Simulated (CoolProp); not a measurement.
Values from CoolProp's reference Helmholtz-energy equation of state, Lemmon 2006. It is a short technical equation, of lower accuracy than the large ones.

Question: For carbon monoxide, give the phase and the cv (kJ/(kg K)), Joule-Thomson coefficient (K/MPa) at 176.3 K and 1.89 MPa; 391.9 K and 2.3 MPa; 121.6 K and 1.24 MPa.

Answer: 
- 176.3 K and 1.89 MPa: gas; cv 0.764, Joule-Thomson coefficient 6.35
- 391.9 K and 2.3 MPa: gas; cv 0.753, Joule-Thomson coefficient 1.20
- 121.6 K and 1.24 MPa: gas; cv 0.831, Joule-Thomson coefficient 13.1
